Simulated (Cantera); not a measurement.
Charge: 1 mol SiHCl₃, 12 mol N₂, held at 1723 K and 0.180 bar.

Equilibrium computed with Cantera from the NASA thermochemical tables; the gas is ideal and each condensed phase is pure. Candidate condensed phases: NH₄Cl, Si, Si₃N₄; 28 gas species. The tables' values for SiCl₃ are old estimates; treat these amounts as uncertain. Equilibrium is a limit: real reactors are often held back by kinetics, nucleation or transport.

Task: What is the equilibrium state?

Result: 
```json
{
 "x(N₂)": "0.865",
 "x(SiCl₂)": "0.0581",
 "x(HCl)": "0.0545",
 "x(SiCl₃)": "0.0104",
 "x(H₂)": "0.00871",
 "x(SiCl₄)": "0.00346",
 "x(Cl)": "0.000194",
 "x(SiHCl₃)": "0.000114",
 "x(H)": "4.01e-5",
 "gas_amount": "13.88 mol",
 "log10 activity of Si(l) (absent)": "-1.31"
}
```
